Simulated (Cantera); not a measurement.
An isothermal, constant-pressure homogeneous reactor starts with 0.121 % CO, 1.68 % O2, 4.94 % H2O, 93.3 % N2, equivalence ratio 0.036, at 1475 K and 56000 Pa.

Detailed kinetics in Cantera: GRI-Mech 3.0 (53 species, 325 reactions).

Task: Predict: x(CO) at 20.0 s; x(O2) at 20.0 s; x(H2O) at 20.0 s; x(NO) at 20.0 s.

Result: 
```
Item                                                 Value
----------------  ----------------------------------------
x(CO) at 20.0 s    4.29e-8 (gas-phase equilibrium 4.31e-8)
x(O2) at 20.0 s      0.0162 (gas-phase equilibrium 0.0160)
x(H2O) at 20.0 s     0.0494 (gas-phase equilibrium 0.0494)
x(NO) at 20.0 s   1.24e-7 (gas-phase equilibrium 0.000326)
```
